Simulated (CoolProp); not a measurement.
Vapour-liquid equilibrium of R143a (1) + R134a (2) at 0.0781 MPa; x and y are mole fractions of (1).

Computed with CoolProp (multi-fluid Helmholtz-energy mixture model, Lemmon and Jacobsen 2000 and Tillner-Roth 1994; pair parameters Lemmon 2004).

Give the bubble temperature and the first vapour's composition at x = 0.25, 0.45, 0.95. Is there an azeotrope?

x = 0.25: 234.4 K, y = 0.467; x = 0.45: 229.9 K, y = 0.691; x = 0.95: 221.3 K, y = 0.982. No azeotrope shows between x = 0.05 and 0.95.

The pair parameters rest on a limited set of measurements; away from them the model extrapolates.
